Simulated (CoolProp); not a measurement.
A single-stage vapour-compression cycle with propylene: evaporating at 195.15 K (dew point), condensing at 264.15 K (bubble point), superheat 8 K, subcooling 2 K, compressor efficiency 0.7, no pressure losses. Each further row changes one setting.

Values from CoolProp's reference Helmholtz-energy equation of state, Lemmon 2013.

| case | cooling COP | pressure ratio | discharge temperature (K) | refrigerating effect (kJ/kg) | volumetric capacity (kJ/m³) |
|---|---|---|---|---|---|
| as stated | 1.50 | 22.3 | 358.3 | 332 | 166 |
| evaporating temperature 200.15 K | [?] | [?] | 348.8 | 337 | [?] |
| condensing temperature 259.15 K | 1.65 | [?] | [?] | 344 | 172 |
| subcooling 7 K | 1.55 | 22.3 | 358.3 | 343 | 172 |
| superheat 18 K | 1.49 | 22.3 | 370.6 | 344 | [?] |
| compressor efficiency 0.6 | [?] | 22.3 | 378.5 | 332 | 166 |

**Question.** Fill in the missing entries.

**Answer.** 
- evaporating temperature 200.15 K, cooling COP: 1.70
- evaporating temperature 200.15 K, pressure ratio: 16.4
- evaporating temperature 200.15 K, volumetric capacity (kJ/m³): 224
- condensing temperature 259.15 K, pressure ratio: 18.9
- condensing temperature 259.15 K, discharge temperature (K): 349.8
- superheat 18 K, volumetric capacity (kJ/m³): 164
- compressor efficiency 0.6, cooling COP: 1.28
